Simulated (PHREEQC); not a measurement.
A PHREEQC input (ion-association model, phreeqc.dat):

```
SOLUTION 1
  temp 45
  units mg/L
  pH 6.42 charge
  pe 11.1
  Na 8940
  K 1520
  Ca 2340
  Mg 601
  Cl 19900
  S(6) 2480 as SO4
  Alkalinity 174 as HCO3
  Si 90.1 as SiO2
  Cd 8.83
  O(0) 2.76
END
USE solution 1
EQUILIBRIUM_PHASES 1
  CO2(g) -2.5 10
END
```

It stops with these messages:

```
ERROR: pH adustment cannot attain charge balance when alkalinity is fixed.
ERROR: Program terminating due to input errors.
```

The fault: pH asked from the charge balance while alkalinity is fixed. The line should read `pH 6.42` where the input has `pH 6.42 charge`. With the mend the run ends at pH 7.56 and ionic strength 0.692 mol/kgw.
